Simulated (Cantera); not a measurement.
Cantera run:

```python
import numpy as np
import cantera as ct

gas_names = """
    CL CL2 H HCL H2 Si SiCL SiCL2 SiCL3 SiCL4 SiH SiHCL3 SiH2 SiH2CL2 SiH3 SiH3CL SiH4 Si2 Si3
""".split()
cond_names = """
    Si(cr) Si(L)
""".split()


def load(file, names, dense=False):
    # The tables refer to 1 bar. Condensed volumes are neglected.
    table = {s.name: s for s in ct.Species.list_from_file(file)}
    out = []
    for n in names:
        d = dict(table[n].input_data)
        d["thermo"] = dict(d["thermo"], **{"reference-pressure": 1e5})
        if dense:
            d["equation-of-state"] = {"model": "constant-volume", "density": "1e6 g/cm^3"}
        out.append(ct.Species.from_dict(d))
    return out


gas = ct.Solution(thermo="ideal-gas", species=load("nasa_gas.yaml", gas_names))
cond = {s.name: ct.Solution(thermo="fixed-stoichiometry", species=[s], name=s.name)
        for s in load("nasa_condensed.yaml", cond_names, dense=True)}
atoms = {
    'SiCl4': {'Si': 1, 'CL': 4},
    'Cl2': {'CL': 2},
    'H2': {'H': 2},
}
top_T = {}  # K; cautious upper limits of use, not melting points


def equilibrate(T, P, feed):
    n = {}
    for name, mol in feed.items():
        for a, k in atoms[name].items():
            n[a] = n.get(a, 0.0) + k * mol
    gas.TPX = T, P, n
    mass = sum(n.values()) * gas.mean_molecular_weight
    gas.equilibrate("TP")
    valid = [c for c in cond.values() if c.min_temp <= T <= top_T.get(c.name, c.max_temp)]
    mix = ct.Mixture([(gas, mass / gas.mean_molecular_weight)] + [(c, 0.0) for c in valid])
    mix.T, mix.P = T, P
    mix.equilibrate("TP", solver="vcs", rtol=1e-11, max_steps=5000)
    return mix


results = []
feed = {'SiCl4': 1, 'Cl2': 0.64, 'H2': 16}  # mol
T = 1248.15  # K
P = 25000  # Pa
mix = equilibrate(T, P, feed)
results.append((T, P, feed, dict(zip(mix.species_names, mix.species_moles))))
print(gas.report(threshold=1e-06))
for i in range(1, mix.n_phases):
    print(f"{mix.phase(i).name:16s} {mix.phase_moles(i):12.5e} mol")
```

It prints:

```
       temperature   1248.2 K
          pressure   25000 Pa
           density   0.033537 kg/m^3
  mean mol. weight   13.922 kg/kmol
   phase of matter   gas

                          1 kg             1 kmol
                     ---------------   ---------------
          enthalpy       -6.2196e+05       -8.6586e+06  J
   internal energy       -1.3674e+06       -1.9036e+07  J
           entropy             15156          2.11e+05  J/K
    Gibbs function       -1.9539e+07       -2.7202e+08  J
 heat capacity c_p            2533.4             35268  J/K
 heat capacity c_v            1936.1             26954  J/K

                      mass frac. Y      mole frac. X     chem. pot. / RT
                     ---------------   ---------------   ---------------
               HCL            0.2594          0.099051           -37.463
                H2           0.12232            0.8447           -19.639
             SiCL2          0.037738         0.0053076           -61.136
             SiCL3          0.048968          0.005071           -88.779
             SiCL4           0.42629          0.034933           -116.42
            SiHCL3           0.10215          0.010499           -98.598
           SiH2CL2         0.0031115        0.00042888           -80.775
            SiH3CL        2.3227e-05        4.8583e-06           -62.952
     [  +11 minor]        3.5898e-07        9.7769e-07

Si(cr)            0.00000e+00 mol
```

Method: chemical equilibrium by Gibbs-energy minimisation in Cantera with the NASA 1993 tables (ideal gas, pure condensed phases). The tables' values for SiCl3 are old estimates; treat these amounts as uncertain.
